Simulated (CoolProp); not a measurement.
A single-stage vapour-compression cycle with the fluid: evaporating at 319.15 K (dew point), condensing at 368.15 K (bubble point), superheat 2 K, subcooling 2 K, compressor efficiency 0.75, no pressure losses. The same conditions are run with several fluids, on thermodynamics alone (safety and materials aside).

Values from CoolProp's reference Helmholtz-energy equation of state of each fluid (chloromethane (R40): Thol 2014; n-perfluoropentane: Gao 2022; sulfur dioxide: Gao 2016; R1233zd(E): Akasaka 2022; the fluoroketone C6F12O (FK-5-1-12): McLinden 2015; isobutene: Lemmon 2005).

**Question.** Rank chloromethane (R40), n-perfluoropentane, sulfur dioxide, R1233zd(E), the fluoroketone C6F12O (FK-5-1-12), isobutene by cooling COP, highest first.

**Answer.** sulfur dioxide (3.95), chloromethane (R40) (3.83), R1233zd(E) (3.78), isobutene (3.54), the fluoroketone C6F12O (FK-5-1-12) (2.74), n-perfluoropentane (2.58)

| fluid | pressure ratio | discharge temperature (K) | refrigerating effect (kJ/kg) | volumetric capacity (kJ/m³) |
|---|---|---|---|---|
| chloromethane (R40) | 2.90 | 412.9 | 264 | 5980 |
| n-perfluoropentane | 3.82 | 368.2 | 33.4 | 706 |
| sulfur dioxide | 3.33 | 432.8 | 264 | 5310 |
| R1233zd(E) | 3.59 | 370.7 | 120 | 1670 |
| the fluoroketone C6F12O (FK-5-1-12) | 4.34 | 368.2 | 36.7 | 420 |
| isobutene | 3.02 | 371.6 | 211 | 2800 |

The compression ends wet for: n-perfluoropentane; the fluoroketone C6F12O (FK-5-1-12).
